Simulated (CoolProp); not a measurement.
R113 along the isobar 2.14 MPa: density (kg/m³) from the reference equation and from simpler models built on Tc = 214.1 °C, pc = 3.392 MPa, ω = 0.253; each cubic takes its own stable root.

Values from CoolProp's reference Helmholtz-energy equation of state, Marx 1992.

| T (°C) | phase | reference | van der Waals | Redlich-Kwong | Soave-Redlich-Kwong | Peng-Robinson |
|---|---|---|---|---|---|---|
| -12.25 | liquid | 1654 | 1018 | 1500 | 1534 | 1726 |
| 3.65 | liquid | 1618 | 999.3 | 1468 | 1505 | 1695 |
| 19.65 | liquid | 1581 | 979.4 | 1433 | 1474 | 1662 |
| 35.55 | liquid | 1544 | 958.6 | 1397 | 1440 | 1626 |
| 51.55 | liquid | 1505 | 936.4 | 1358 | 1404 | 1586 |
| 67.45 | liquid | 1466 | 912.9 | 1316 | 1365 | 1543 |
| 83.35 | liquid | 1425 | 887.6 | 1272 | 1322 | 1496 |
| 99.35 | liquid | 1381 | 859.8 | 1223 | 1275 | 1444 |
| 115.25 | liquid | 1335 | 829.3 | 1171 | 1223 | 1386 |
| 131.25 | liquid | 1284 | 794.3 | 1111 | 1164 | 1319 |
| 147.15 | liquid | 1227 | 753.0 | 1044 | 1097 | 1243 |
| 163.05 | liquid | 1161 | 172.3 | 963.9 | 1016 | 1150 |
| 179.05 | liquid | 1075 | 153.5 | 168.5 | 909.6 | 1028 |
| 194.95 | gas | 152.0 | 140.6 | 149.0 | 151.1 | 156.3 |
| 210.95 | gas | 136.3 | 130.6 | 135.8 | 136.0 | 140.2 |
| 226.85 | gas | 125.3 | 122.5 | 125.9 | 125.2 | 128.8 |

At some of these states van der Waals, Redlich-Kwong gives the other phase, because its saturation line lies elsewhere.
